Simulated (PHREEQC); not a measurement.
# Reverse-osmosis reject

Synthetic water in mg/kgw, 25 °C, pH 6.41:

```json
[
 {"constituent": "Na", "mg/kgw": "2670"},
 {"constituent": "K", "mg/kgw": "764"},
 {"constituent": "Ca", "mg/kgw": "439"},
 {"constituent": "Mg", "mg/kgw": "451"},
 {"constituent": "Cl", "mg/kgw": "6230"},
 {"constituent": "S(6) as SO4", "mg/kgw": "883"},
 {"constituent": "Alkalinity as HCO3", "mg/kgw": "0.922"},
 {"constituent": "Si as SiO2", "mg/kgw": "3.54"}
]
```

Valence states are taken as typed.

All values are PHREEQC results (Pitzer model, pitzer.dat), not measurements.

Each row changes one thing in this solution. No solid was allowed to form.

| case | HCO3- (mol/kgw) | CO2 (mol/kgw) | HSO4- (mol/kgw) | H3SiO4- (mol/kgw) | MgOH+ (mol/kgw) | CO3-2 (mol/kgw) | SI of Gypsum (CaSO4:2H2O) | SI of SiO2(a) (SiO2) |
|---|---|---|---|---|---|---|---|---|
| as made | 1.56e-5 | 9.72e-6 | 8.26e-8 | 3.70e-8 | 2.46e-8 | 7.38e-9 | -0.71 | -1.55 |
| pH from 6.41 to 6.11 at the same alkalinity | 1.62e-5 | 2.02e-5 | 1.65e-7 | 1.86e-8 | 1.23e-8 | 3.85e-9 | -0.71 | -1.55 |
| Cl from 6230 to 12500 mg/kgw | 1.55e-5 | 9.27e-6 | 6.91e-8 | 3.80e-8 | 2.36e-8 | 9.20e-9 | -0.78 | -1.55 |
